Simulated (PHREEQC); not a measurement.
Leach liquor: speciation

Make-up at 25 °C: 0.0058 mol/kgw HCl, 0.00012 mol/kgw Al2(SO4)3 and 0.27 mol/kgw MnSO4. Closed to the air; pH follows from the charge balance.

Equilibrium calculation in PHREEQC: ion-association model, phreeqc.dat.

| Property | Result |
|---|---|
| pH | 2.92 |
| ionic strength | 0.536 mol/kgw |
| activity of water | 0.993 |
| specific conductance | 18100 µS/cm |
| density | 1.035 g/cm³ |
| total alkalinity | -5.80 meq/kg |

```tsv
species	molality	activity	log γ
MnSO4	0.135	0.153	0.054
Mn+2	0.134	0.0329	-0.611
SO4-2	0.131	0.0261	-0.700
Cl-	0.00514	0.00332	-0.190
HSO4-	0.00420	0.00309	-0.134
H+	0.00160	0.00122	-0.118
MnCl+	0.000656	0.000444	-0.170
AlSO4+	0.000125	8.28e-5	-0.179
Al(SO4)2-	0.000103	6.84e-5	-0.179
Al+3	1.16e-5	1.00e-6	-1.062
```

No solid was allowed to form.
